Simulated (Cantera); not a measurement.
Feed: 1 mol Cu, 2.7 mol HF, at 0.100 bar.

Method: chemical equilibrium by Gibbs-energy minimisation in Cantera with the NASA 1993 tables (ideal gas, pure condensed phases). Candidate condensed phases: Cu, CuF2; 15 gas species. The numbers say what is thermodynamically allowed, not how fast it happens. All values below are at 750 K.

Base state: HF 1.000, H2F2 1.28e-5 (mole fractions); condensed: Cu(s).

Question: What changes in the equilibrium state with this change: 1.4 mol CH4 added?

Answer: 
```
species            before    after
----------------  -------  -------
HF                  1.000    0.519
H2                1.10e-9    0.424
CH4                     0   0.0573
H2F2              1.28e-5  3.46e-6
Cu(s), mol           1.00     1.00
C(graphite), mol        0     1.10
```
Further candidate phases: C, C6H6, C7H8, C8H18.
